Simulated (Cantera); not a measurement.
Input (Python, Cantera) and output of one run.

```python
import numpy as np
import cantera as ct

gas_names = """
    C CH CH2 CH3 CH2OH CH3O CH4 CH3OH CO CO2 COOH C2 C2H CHCO,ketyl C2H2,acetylene C2H2,vinylidene
    CH2CO,ketene C2H3,vinyl CH3CO,acetyl C2H4 C2H4O,ethylen CH3CHO,ethanal CH3COOH (HCOOH)2 C2H5 C2H6
    CH3OCH3 C2H5OH C2O C3 C3H3,propargyl C3H4,allene C3H4,propyne C3H4,cyclo- C3H5,allyl C3H6,propylene
    C3H6,cyclo- C3H6O C3H7,n-propyl C3H7,i-propyl C3H8 C3H8O,1propanol C3H8O,2propanol C3O2 C4 C4H2
    C4H4,1,3-cyclo- C4H6,butadiene C4H6,2-butyne C4H6,cyclo- C4H8,1-butene C4H8,cis2-buten
    C4H8,tr2-butene C4H8,isobutene C4H8,cyclo- (CH3COOH)2 C4H9,n-butyl C4H9,i-butyl C4H9,s-butyl
    C4H9,t-butyl C4H10,isobutane C4H10,n-butane C5 C5H6,1,3cyclo- C5H8,cyclo- C5H10,1-pentene
    C5H10,cyclo- C5H11,pentyl C5H11,t-pentyl C5H12,n-pentane C5H12,i-pentane CH3C(CH3)2CH3 C6H2
    C6H5,phenyl C6H5O,phenoxy C6H6 C6H5OH,phenol C6H10,cyclo- C6H12,1-hexene C6H12,cyclo- C6H13,n-hexyl
    C7H7,benzyl C7H8 C7H8O,cresol C7H14,1-heptene C7H15,n-heptyl C7H16,n-heptane C8H8,styrene
    C8H10,ethylbenz C8H16,1-octene C8H17,n-octyl C8H18,isooctane C8H18,n-octane C9H19,n-nonyl
    C10H8,naphthale C10H21,n-decyl C12H9,o-bipheny C12H10,bipheny H HCO HO2 H2 HCHO,formaldehy HCOOH H2O
    H2O2 O OH O2 O3
""".split()
cond_names = """
    C(gr) C6H6(L) C7H8(L) C8H18(L),n-octa H2O(s) H2O(L)
""".split()


def load(file, names, dense=False):
    # The tables refer to 1 bar. Condensed volumes are neglected.
    table = {s.name: s for s in ct.Species.list_from_file(file)}
    out = []
    for n in names:
        d = dict(table[n].input_data)
        d["thermo"] = dict(d["thermo"], **{"reference-pressure": 1e5})
        if dense:
            d["equation-of-state"] = {"model": "constant-volume", "density": "1e6 g/cm^3"}
        out.append(ct.Species.from_dict(d))
    return out


gas = ct.Solution(thermo="ideal-gas", species=load("nasa_gas.yaml", gas_names))
cond = {s.name: ct.Solution(thermo="fixed-stoichiometry", species=[s], name=s.name)
        for s in load("nasa_condensed.yaml", cond_names, dense=True)}
atoms = {
    'CH4': {'C': 1, 'H': 4},
    'H2O': {'H': 2, 'O': 1},
}
top_T = {'C(gr)': 4500}  # K; cautious upper limits of use, not melting points


def equilibrate(T, P, feed):
    n = {}
    for name, mol in feed.items():
        for a, k in atoms[name].items():
            n[a] = n.get(a, 0.0) + k * mol
    gas.TPX = T, P, n
    mass = sum(n.values()) * gas.mean_molecular_weight
    gas.equilibrate("TP")
    valid = [c for c in cond.values() if c.min_temp <= T <= top_T.get(c.name, c.max_temp)]
    mix = ct.Mixture([(gas, mass / gas.mean_molecular_weight)] + [(c, 0.0) for c in valid])
    mix.T, mix.P = T, P
    mix.equilibrate("TP", solver="vcs", rtol=1e-11, max_steps=5000)
    return mix


results = []
feed = {'CH4': 1, 'H2O': 0.47}  # mol
P = 1333.22  # Pa
for T in [975, 1000, 1025, 1050, 1075, 1100, 1125, 1150, 1175, 1200, 1225, 1250, 1275, 1300]:
    mix = equilibrate(T, P, feed)
    results.append((T, P, feed, dict(zip(mix.species_names, mix.species_moles))))
    x = sorted(zip(gas.X, gas.species_names), reverse=True)
    print(f"T = {T:g} K  P = {P:g} Pa  gas = {mix.phase_moles(0):.4g} mol")
    print("   x: " + "  ".join(f"{s} {v:.3e}" for v, s in x if v > 1e-05))
    print("   condensed (mol): " + ("  ".join(f"{mix.phase(i).name} {mix.phase_moles(i):.4g}"
          for i in range(1, mix.n_phases) if mix.phase_moles(i) > 1e-12) or "none"))
```

It prints:

```
T = 975 K  P = 1333.22 Pa  gas = 2.932 mol
   x: H2 8.389e-01  CO 1.586e-01  CH4 1.179e-03  H2O 1.066e-03  CO2 3.220e-04
   condensed (mol): C(gr) 0.5306
T = 1000 K  P = 1333.22 Pa  gas = 2.935 mol
   x: H2 8.391e-01  CO 1.591e-01  CH4 8.964e-04  H2O 7.033e-04  CO2 1.914e-04
   condensed (mol): C(gr) 0.53
T = 1025 K  P = 1333.22 Pa  gas = 2.936 mol
   x: H2 8.394e-01  CO 1.594e-01  CH4 6.904e-04  H2O 4.731e-04  CO2 1.165e-04
   condensed (mol): C(gr) 0.5297
T = 1050 K  P = 1333.22 Pa  gas = 2.937 mol
   x: H2 8.395e-01  CO 1.595e-01  CH4 5.380e-04  H2O 3.241e-04  CO2 7.255e-05
   condensed (mol): C(gr) 0.5296
T = 1075 K  P = 1333.22 Pa  gas = 2.938 mol
   x: H2 8.396e-01  CO 1.597e-01  CH4 4.239e-04  H2O 2.259e-04  CO2 4.619e-05
   condensed (mol): C(gr) 0.5296
T = 1100 K  P = 1333.22 Pa  gas = 2.938 mol
   x: H2 8.397e-01  CO 1.597e-01  CH4 3.375e-04  H2O 1.600e-04  CO2 3.002e-05
   condensed (mol): C(gr) 0.5296
T = 1125 K  P = 1333.22 Pa  gas = 2.939 mol
   x: H2 8.398e-01  CO 1.598e-01  CH4 2.713e-04  H2O 1.150e-04  CO2 1.990e-05
   condensed (mol): C(gr) 0.5296
T = 1150 K  P = 1333.22 Pa  gas = 2.939 mol
   x: H2 8.399e-01  CO 1.598e-01  CH4 2.201e-04  H2O 8.392e-05  CO2 1.343e-05
   condensed (mol): C(gr) 0.5296
T = 1175 K  P = 1333.22 Pa  gas = 2.939 mol
   x: H2 8.399e-01  CO 1.598e-01  CH4 1.801e-04  H2O 6.204e-05
   condensed (mol): C(gr) 0.5297
T = 1200 K  P = 1333.22 Pa  gas = 2.939 mol
   x: H2 8.400e-01  CO 1.598e-01  CH4 1.486e-04  H2O 4.645e-05
   condensed (mol): C(gr) 0.5297
T = 1225 K  P = 1333.22 Pa  gas = 2.94 mol
   x: H2 8.400e-01  CO 1.598e-01  CH4 1.235e-04  H2O 3.519e-05
   condensed (mol): C(gr) 0.5298
T = 1250 K  P = 1333.22 Pa  gas = 2.94 mol
   x: H2 8.400e-01  CO 1.599e-01  CH4 1.034e-04  H2O 2.696e-05
   condensed (mol): C(gr) 0.5298
T = 1275 K  P = 1333.22 Pa  gas = 2.94 mol
   x: H2 8.400e-01  CO 1.599e-01  CH4 8.720e-05  H2O 2.087e-05
   condensed (mol): C(gr) 0.5298
T = 1300 K  P = 1333.22 Pa  gas = 2.94 mol
   x: H2 8.400e-01  CO 1.599e-01  CH4 7.399e-05  H2O 1.632e-05
   condensed (mol): C(gr) 0.5298
```

Method: chemical equilibrium by Gibbs-energy minimisation in Cantera with the NASA 1993 tables (ideal gas, pure condensed phases).
